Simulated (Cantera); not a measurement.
Input: 1 mol Fe2O3, 66 mol H2, 2.4 mol N2, equilibrated at 2073 K and 13300 Pa.

Equilibrium computed with Cantera from the NASA thermochemical tables; the gas is ideal and each condensed phase is pure. Candidate condensed phases: Fe, FeO, Fe(OH)2, Fe(OH)3, Fe2O3, Fe3O4, H2O; 27 gas species. Rates play no part.

Base state: H2 0.909, H2O 0.0434, N2 0.0348, H 0.00687, Fe 0.00602, OH 3.73e-5 (mole fractions); condensed: Fe(l).

Task: What changes in the equilibrium state with this change: pressure from 13300 Pa to 4800 Pa?

Result: 
```tsv
species	before	after
H2	0.909	0.895
H2O	0.0434	0.0428
N2	0.0348	0.0343
Fe	0.00602	0.0167
H	0.00687	0.0114
FeO	6.79e-6	1.89e-5
OH	3.73e-5	6.18e-5
Fe(l), mol	1.58	0.828
```
